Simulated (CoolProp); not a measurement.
The fluid at 298.15 K and 2.15 MPa (liquid) is heated at constant pressure to 365.3 K. The same conditions are run with several fluids, on thermodynamics alone (safety and materials aside).

The numbers come from the reference Helmholtz-energy equation of state of each fluid (ethanol: Schroeder 2014; p-xylene: Zhou 2012; chlorine: Thol 2021; octamethylcyclotetrasiloxane (D4): Thol 2015; c-C4F8 (RC318): Platzer 1990) in CoolProp. The equations of Platzer and Polt are older, rougher fits.

Rank ethanol, p-xylene, chlorine, octamethylcyclotetrasiloxane (D4), c-C4F8 (RC318) by heat (kJ/kg), highest first.

chlorine (270), ethanol (184), p-xylene (123), octamethylcyclotetrasiloxane (D4) (116), c-C4F8 (RC318) (81.5)

| fluid | final phase | final density (kg/m³) |
|---|---|---|
| ethanol | liquid | 725 |
| p-xylene | liquid | 799 |
| chlorine | gas | 59.7 |
| octamethylcyclotetrasiloxane (D4) | liquid | 878 |
| c-C4F8 (RC318) | liquid | 1150 |
